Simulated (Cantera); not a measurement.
Input: 1 mol n-butane, 0.0088 mol O2, 7.3 mol H2, 0.042 mol CO2, held at 1323.15 K and 1 atm.

Cantera equilibrium calculation (NASA polynomials, part measured and part estimated; ideal gas, pure solids and liquids). Candidate condensed phases: C, C6H6, C7H8, C8H18, H2O; 110 gas species. Rates play no part.

Base state: H2 0.985, CO 0.00819, CH4 0.00668, H2O 5.98e-5 (mole fractions); condensed: C(graphite).

**Question.** What changes in the equilibrium state with this change: temperature from 1323.15 K to 2050 K?

**Answer.** 
| species | before | after |
|---|---|---|
| H2 | 0.985 | 0.988 |
| CO | 0.00819 | 0.00819 |
| H | 1.57e-6 | 0.00224 |
| CH4 | 0.00668 | 0.000369 |
| C2H2 (acetylene) | 8.15e-7 | 0.00105 |
| CH3 | 2.10e-7 | 1.64e-5 |
| H2O | 5.98e-5 | 7.91e-7 |
| C(graphite), mol | 3.86 | 3.91 |

**Question.** What changes in the equilibrium state with this change: 0.08 mol H2O added?

**Answer.** 
```json
[
 {"species": "H2", "before": "0.985", "after": "0.979"},
 {"species": "CO", "before": "0.00819", "after": "0.0144"},
 {"species": "CH4", "before": "0.00668", "after": "0.00659"},
 {"species": "H2O", "before": "5.98e-5", "after": "0.000105"},
 {"species": "C(graphite), mol", "before": "3.86", "after": "3.78"}
]
```

**Question.** What changes in the equilibrium state with this change: temperature from 1323.15 K to 925 K?

**Answer.** 
```
species            before    after
----------------  -------  -------
H2                  0.985    0.832
CH4               0.00668    0.159
H2O               5.98e-5  0.00524
CO2               2.68e-7  5.34e-5
CO                0.00819  0.00419
C(graphite), mol     3.86     2.30
```
